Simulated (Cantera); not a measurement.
## Adiabatic ignition

An adiabatic, constant-pressure homogeneous reactor starts with CH₄ : C₂H₆ : O₂ : N₂ : CO₂ = 1 : 0.13 : 2.23 : 8.39 : 0.24 (molar parts), at 1275 K and 22.0 bar.

Computed with Cantera and GRI-Mech 3.0 (53 species, 325 reactions). The pressure lies above the range GRI-Mech 3.0 was tuned for (to about 10 atm).

```csv
t (s),T (K),x CH₄,x C₂H₆,x O₂,x C₂H₄,x CH₂O,x NO₂
1.00e-6,1275,0.0834,0.0108,0.186,1.19e-8,6.72e-9,<1e-12
2.63e-6,1275,0.0834,0.0108,0.186,8.80e-8,4.63e-8,<1e-12
6.92e-6,1275,0.0834,0.0108,0.186,6.10e-7,3.23e-7,<1e-12
1.82e-5,1275,0.0834,0.0108,0.186,4.26e-6,2.57e-6,<1e-12
4.79e-5,1275,0.0834,0.0108,0.186,4.13e-5,3.47e-5,<1e-12
0.000126,1284,0.0819,0.0101,0.184,0.000852,0.000938,<1e-12
0.000331,2820,<1e-12,<1e-12,0.00498,<1e-12,4.45e-9,1.21e-6
0.000872,2811,<1e-12,<1e-12,0.00441,<1e-12,4.64e-9,2.23e-6
0.00229,2811,<1e-12,<1e-12,0.00439,<1e-12,4.64e-9,2.26e-6
0.00603,2811,<1e-12,<1e-12,0.00439,<1e-12,4.64e-9,2.26e-6
0.0159,2811,<1e-12,<1e-12,0.00439,<1e-12,4.64e-9,2.26e-6
0.0418,2811,<1e-12,<1e-12,0.00439,<1e-12,4.64e-9,2.26e-6
0.110,2811,<1e-12,<1e-12,0.00439,<1e-12,4.64e-9,2.26e-6
0.289,2811,<1e-12,<1e-12,0.00439,<1e-12,4.64e-9,2.26e-6
0.760,2811,<1e-12,<1e-12,0.00439,<1e-12,4.64e-9,2.26e-6
2.00,2811,<1e-12,<1e-12,0.00439,<1e-12,4.64e-9,2.26e-6
```
x: mole fraction; the columns are a selection and need not sum to one.

The time of steepest temperature rise is 0.212 ms. The temperature at 2.00 s is 2811 K and the equilibrium temperature is 2811 K. The x(CH₄) at 2.00 s comes out as <1e-12 (gas-phase equilibrium <1e-12). The x(C₂H₆) at 2.00 s is <1e-12 (gas-phase equilibrium <1e-12) and the x(O₂) at 2.00 s is 0.00439 (gas-phase equilibrium 0.00439).
